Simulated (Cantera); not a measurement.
n-butane + H₂O + N₂ (carbon deposition, reforming and gasification)

Input: 1 mol n-butane, 0.99 mol H₂O, 50 mol N₂.

Cantera equilibrium calculation (NASA polynomials, part measured and part estimated; ideal gas, pure solids and liquids). Candidate condensed phases: C, C₆H₆, C₇H₈, C₈H₁₈, H₂O; 136 gas species. The ideal-gas law is rough above about 30 bar. Rates play no part.

Stable condensed phases:

```
T in K \ P in Pa
               10       72      520     3700    27000   190000  1400000 10000000
   2875         A        A        A        B        B        A        A        A
   2825         A        A        A        B        B        B        B        B
   2775         A        A        B        B        B        B        B        B
   2725         A        A        B        B        B        B        B        B
   2675         A        A        B        B        B        B        B        B
   2625         A        B        B        B        B        B        B        B
   2575         A        B        B        B        B        B        B        B
   2525         B        B        B        B        B        B        B        B
   2475         B        B        B        B        B        B        B        B
```

A: gas only; B: C.
